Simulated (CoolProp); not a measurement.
Properties of R1132(E) along the isotherm 330.8 K (Tc = 348.8 K, pc = 51.74 bar, ω = 0.245).

The numbers come from the reference Helmholtz-energy equation of state, Akasaka 2024 in CoolProp.

```csv
p (bar),phase,Z,cp (kJ/(kg K)),speed of sound (m/s),isothermal compressibility (1/MPa),expansivity (1/kK)
7.22,gas,0.9393,1.063,212.5,1.479,3.728
14.4,gas,0.8724,1.157,201.7,0.8078,4.759
21.7,gas,[?],1.311,189.1,0.6066,6.485
28.9,gas,0.7012,1.610,174.0,0.5563,9.953
43.3,liquid,0.1304,[?],323.4,0.02793,9.532
50.6,liquid,0.1496,2.345,344.6,0.02277,8.214
57.8,liquid,0.1683,[?],362.8,0.01939,7.320
65,liquid,0.1868,2.162,379.1,0.01696,6.657
```

What belongs in the gaps?


- 21.7, Z: 0.7946
- 43.3, cp (kJ/(kg K)): 2.497
- 57.8, cp (kJ/(kg K)): 2.241
